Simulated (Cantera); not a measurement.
Input: 1 mol PbO, 1.1 mol H₂, 2.7 mol H₂O, equilibrated at 0.100 bar.

Equilibrium computed with Cantera from the NASA thermochemical tables; the gas is ideal and each condensed phase is pure. Candidate condensed phases: H₂O, Pb, PbO, PbO₂, Pb₃O₄; 12 gas species. Gases not in the tables: (PbO)n polymers. Equilibrium is a limit: real reactors are often held back by kinetics, nucleation or transport.

Question: Which condensed phases are stable at each of these points (T (°C)): 700, 750, 800, 850, 900, 950, 1000, 1050, 1100, 1150, 1200, 1250?

Answer: 
```csv
T (°C),condensed phases,Pb condensed (%)
700,Pb(l),100.0
750,Pb(l),99.9
800,Pb(l),99.7
850,Pb(l),99.3
900,Pb(l),98.4
950,Pb(l),96.5
1000,Pb(l),92.9
1050,Pb(l),86.1
1100,Pb(l),73.8
1150,Pb(l),51.6
1200,Pb(l),10.6
1250,gas only,0.0
```

From 700 °C to 1200 °C the condensed part is Pb(l). At 1250 °C nothing is condensed. The share of Pb in condensed phases is highest at 700 °C (100.0 %) and lowest at 1250 °C (0.0 %).
